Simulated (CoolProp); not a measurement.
Vapour-liquid equilibrium of R125 (1) + isobutane (2) at 8.85 °C; x and y are mole fractions of (1).

The numbers come from the multi-fluid Helmholtz-energy mixture model, Lemmon 2005 and Bücker 2006; pair parameters Bell 2016 in CoolProp.

```json
[
 {"x": "0.05", "bubble pressure, mixture model (MPa)": "0.3195", "bubble pressure, Raoult's law (MPa)": "0.2457", "y, mixture model": "0.344", "y, Raoult's law": "0.179"},
 {"x": "0.125", "bubble pressure, mixture model (MPa)": "0.4529", "bubble pressure, Raoult's law (MPa)": "0.2957", "y, mixture model": "0.551", "y, Raoult's law": "0.371"},
 {"x": "0.2", "bubble pressure, mixture model (MPa)": "0.5565", "bubble pressure, Raoult's law (MPa)": "0.3457", "y, mixture model": "0.648", "y, Raoult's law": "0.508"},
 {"x": "0.275", "bubble pressure, mixture model (MPa)": "0.6347", "bubble pressure, Raoult's law (MPa)": "0.3956", "y, mixture model": "0.703", "y, Raoult's law": "0.611"},
 {"x": "0.35", "bubble pressure, mixture model (MPa)": "0.6929", "bubble pressure, Raoult's law (MPa)": "0.4456", "y, mixture model": "0.738", "y, Raoult's law": "0.690"},
 {"x": "0.425", "bubble pressure, mixture model (MPa)": "0.7362", "bubble pressure, Raoult's law (MPa)": "0.4955", "y, mixture model": "0.764", "y, Raoult's law": "0.753"},
 {"x": "0.5", "bubble pressure, mixture model (MPa)": "0.7694", "bubble pressure, Raoult's law (MPa)": "0.5455", "y, mixture model": "0.784", "y, Raoult's law": "0.805"},
 {"x": "0.575", "bubble pressure, mixture model (MPa)": "0.7961", "bubble pressure, Raoult's law (MPa)": "0.5955", "y, mixture model": "0.801", "y, Raoult's law": "0.848"},
 {"x": "0.65", "bubble pressure, mixture model (MPa)": "0.8191", "bubble pressure, Raoult's law (MPa)": "0.6454", "y, mixture model": "0.819", "y, Raoult's law": "0.885"},
 {"x": "0.725", "bubble pressure, mixture model (MPa)": "0.8399", "bubble pressure, Raoult's law (MPa)": "0.6954", "y, mixture model": "0.839", "y, Raoult's law": "0.916"},
 {"x": "0.8", "bubble pressure, mixture model (MPa)": "0.8588", "bubble pressure, Raoult's law (MPa)": "0.7453", "y, mixture model": "0.865", "y, Raoult's law": "0.943"},
 {"x": "0.875", "bubble pressure, mixture model (MPa)": "0.8743", "bubble pressure, Raoult's law (MPa)": "0.7953", "y, mixture model": "0.900", "y, Raoult's law": "0.967"},
 {"x": "0.95", "bubble pressure, mixture model (MPa)": "0.8820", "bubble pressure, Raoult's law (MPa)": "0.8452", "y, mixture model": "0.951", "y, Raoult's law": "0.987"}
]
```

The largest gap from Raoult's law is +61.0 % in bubble pressure, at x = 0.2. No azeotrope shows between x = 0.05 and 0.95.

Pair parameters are fitted to limited data, so mixtures are less certain than the pure fluids. With so large a gap from Raoult's law the liquid may split in two, which this calculation doesn't test in full.
